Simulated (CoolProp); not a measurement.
Vapour-liquid equilibrium of ethanol (1) + o-xylene (2) at 345.7 K; x and y are mole fractions of (1).

The numbers come from the multi-fluid Helmholtz-energy mixture model, Schroeder 2014 and Zhou 2012; pair parameters Bell 2016 in CoolProp.

| x | bubble pressure (MPa) | y at the bubble point | dew pressure at overall composition x (MPa) | liquid density (mol/L) |
|---|---|---|---|---|
| 0.05 | 0.02898 | 0.686 | 0.009875 | 8.061 |
| 0.125 | 0.04704 | 0.815 | 0.01071 | 8.374 |
| 0.2 | 0.05682 | 0.853 | 0.01170 | 8.716 |
| 0.275 | 0.06200 | 0.869 | 0.01289 | 9.093 |
| 0.35 | 0.06474 | 0.877 | 0.01435 | 9.509 |
| 0.425 | 0.06628 | 0.882 | 0.01617 | 9.970 |
| 0.5 | 0.06738 | 0.886 | 0.01853 | 10.49 |
| 0.575 | 0.06846 | 0.890 | 0.02168 | 11.06 |
| 0.65 | 0.06978 | 0.896 | 0.02611 | 11.71 |
| 0.725 | 0.07144 | 0.906 | 0.03278 | 12.44 |
| 0.8 | 0.07347 | 0.920 | 0.04387 | 13.27 |
| 0.875 | 0.07582 | 0.942 | 0.06415 | 14.22 |
| 0.95 | 0.07834 | 0.973 | 0.07655 | 15.30 |

No azeotrope shows between x = 0.05 and 0.95.

The pair parameters rest on a limited set of measurements; away from them the model extrapolates. With so large a gap from Raoult's law the liquid may split in two, which this calculation doesn't test in full.
